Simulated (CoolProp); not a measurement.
The fluoroketone C6F12O (FK-5-1-12) along the isotherm 500 K: Z from the reference equation and from simpler models built on Tc = 441.8 K, pc = 18.69 bar, ω = 0.471; each cubic takes its own stable root.

Computed with CoolProp (reference Helmholtz-energy equation of state, McLinden 2015).

```tsv
p (bar)	phase	reference	Soave-Redlich-Kwong	Peng-Robinson
0.296	gas	0.9965	0.9967	0.9962
0.499	gas	0.9941	0.9944	0.9935
0.842	gas	0.9901	0.9906	0.9891
1.42	gas	0.9832	0.9840	0.9815
2.4	gas	0.9715	0.9729	0.9687
4.05	gas	0.9518	0.9540	0.9469
6.83	gas	0.9179	0.9215	0.9099
11.5	gas	0.8587	0.8652	0.8465
19.4	supercritical	0.7502	0.7653	0.7372
32.8	supercritical	0.5617	0.6097	0.5753
55.4	supercritical	0.5176	0.5899	0.5448
93.5	supercritical	0.7031	0.7628	0.6954
```
